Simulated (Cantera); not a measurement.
Charge: 1 mol Si2H6, 0.31 mol O2, 17 mol N2, equilibrated at 1330 Pa.

Method: chemical equilibrium by Gibbs-energy minimisation in Cantera with the NASA 1993 tables (ideal gas, pure condensed phases). Candidate condensed phases: H2O, Si, SiO2, Si2N2O, Si3N4; 35 gas species. The feed counts by its element totals alone. Mutual solubility and eutectic melting of coexisting phases are not modelled. Kinetics and transport are ignored. All values below are at 1750 K.

Base state: N2 0.835, H2 0.157, SiO 0.00764, H 0.000798, Si 5.50e-5 (mole fractions); condensed: Si2N2O(s) + Si3N4(s).

Question: What changes in the equilibrium state with this change: pressure from 1330 Pa to 133 Pa?

Answer: 
```csv
species,before,after
N2,0.835,0.822
H2,0.157,0.144
SiO,0.00764,0.0300
Si,5.50e-5,0.00113
Si2N,2.49e-6,3.27e-5
SiN,2.99e-6,1.92e-5
SiH,3.33e-6,2.06e-5
"Si2N2O(s), mol",0.474,0
"Si3N4(s), mol",0.301,0
"Si(l), mol",0,1.35
```
The tables' values for SiN are old estimates; treat these amounts as uncertain.
